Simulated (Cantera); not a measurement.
Predominance diagram of Zr at 650 K against the partial pressures of O2 and N2 (log10, bar). Cantera with NASA thermochemical tables; ideal gases at 1 bar, condensed phases pure. Candidates: Zr(α), ZrN(s), ZrO2(monoclinic). Only these pure phases compete in this equilibrium. ZrN: taken at fixed stoichiometry.

```
log p(N2) \ log p(O2)
        columns: -69, -65.6, -62.1, -58.6, -55.2, -51.8, -48.3, -44.8, -41.4, -38, -34.5, -31, -27.6, -24.2, -20.7, -17.2, -13.8, -10.3, -6.9, -3.5, 0
      1  A A A A A B B B B B B B B B B B B B B B B
   -2.3  A A A A A B B B B B B B B B B B B B B B B
   -5.6  A A A A B B B B B B B B B B B B B B B B B
   -8.9  A A A A B B B B B B B B B B B B B B B B B
  -12.2  A A A B B B B B B B B B B B B B B B B B B
  -15.5  A A A B B B B B B B B B B B B B B B B B B
  -18.8  A A B B B B B B B B B B B B B B B B B B B
  -22.1  A A B B B B B B B B B B B B B B B B B B B
  -25.4  A B B B B B B B B B B B B B B B B B B B B
  -28.7  A B B B B B B B B B B B B B B B B B B B B
    -32  B B B B B B B B B B B B B B B B B B B B B
```

A: ZrN(s); B: ZrO2(monoclinic).
